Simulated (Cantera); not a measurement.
A closed system holds: 1 mol CH₂F₂, 1 mol HCl, at 0.133 bar.

These are equilibrium values from Cantera (NASA tables, ideal gas, pure condensed phases), not measurements of a reactor. Candidate condensed phases: C, C₆H₆, C₇H₈, C₈H₁₈; 118 gas species. Kinetics and transport are ignored.

x: gas mole fraction; n: condensed amount in mol.

```csv
T (°C),x HF,x HCl,x Cl,x H₂,x H,n C(graphite)
727,0.667,0.333,1.30e-6,2.20e-6,9.21e-12,1.00
877,0.667,0.333,1.65e-5,1.31e-5,7.41e-10,1.00
1027,0.667,0.333,0.000107,6.34e-5,2.41e-8,1.00
1177,0.667,0.333,___,___,___,1.00
1327,0.666,0.332,___,___,___,1.00
1477,0.665,0.329,0.00373,0.00188,2.76e-5,1.000
1627,0.664,0.324,0.00828,0.00411,0.000139,1.000
```

Problem. What belongs in the gaps?

Solution. 
- 1327, x Cl: 0.00144
- 1327, x H₂: 0.000739
- 1327, x H: 4.05e-6
- 1177, x Cl: 0.000452
- 1177, x H₂: 0.000242
- 1177, x H: 4.03e-7
